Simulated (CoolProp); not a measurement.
Toluene along the isotherm 612.1 K: density (kg/m³) from the reference equation and from simpler models built on Tc = 591.7 K, pc = 4.126 MPa, ω = 0.266; each cubic takes its own stable root.

Values from CoolProp's reference Helmholtz-energy equation of state, Lemmon 2006. It is a short technical equation, of lower accuracy than the large ones.

```
p (MPa)          phase  reference
-------  -------------  ---------
0.0196             gas     0.3554
0.0305             gas     0.5535
0.0475             gas     0.8632
0.0739             gas      1.346
0.115              gas      2.101
0.179              gas      3.288
0.279              gas      5.167
0.434              gas      8.144
0.676              gas      12.96
1.05               gas      20.84
1.64               gas      34.60
2.55               gas      60.26
3.98               gas      123.6
6.19     supercritical      417.1
```

Task: How far does each simpler model (ideal gas, Redlich-Kwong, Soave-Redlich-Kwong, Peng-Robinson) lie from the reference over these 14 states: mean and median of the absolute difference, and the worst?

Result: 
- ideal gas: mean 12.6 %, median 2.9 %, worst -73.1 % at 612.1 K and 6.19 MPa
- Redlich-Kwong: mean 1.7 %, median 0.2 %, worst -16.9 % at 612.1 K and 6.19 MPa
- Soave-Redlich-Kwong: mean 2.2 %, median 0.2 %, worst -20.5 % at 612.1 K and 6.19 MPa
- Peng-Robinson: mean 1.1 %, median 0.1 %, worst -13.3 % at 612.1 K and 6.19 MPa
